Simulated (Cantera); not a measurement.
Predominance diagram of Cu at 1527 °C against the partial pressures of O2 and H2O (log10, bar). Standard-state values (1 bar) from the NASA 1993 polynomials, evaluated with Cantera. Candidates: Cu(l), Cu2O(l). Only these pure phases compete in this equilibrium. 

Question: Which phase is stable at these pairs, and which metal-bearing vapour leads over it? (-1.6, -9); (1, -12); (-13.4, -6); (-9.5, -5); (-6.8, -2); (-10.8, -5); (-2.9, -6)

Answer: 
```tsv
log p(O2)	log p(H2O)	phase	chief vapour	log p (bar)
-1.6	-9	Cu2O(l)	Cu	-3.5
1	-12	Cu2O(l)	Cu	-4.1
-13.4	-6	Cu(l)	Cu	-3.3
-9.5	-5	Cu(l)	Cu	-3.3
-6.8	-2	Cu(l)	Cu	-3.3
-10.8	-5	Cu(l)	Cu	-3.3
-2.9	-6	Cu(l)	Cu	-3.3
```
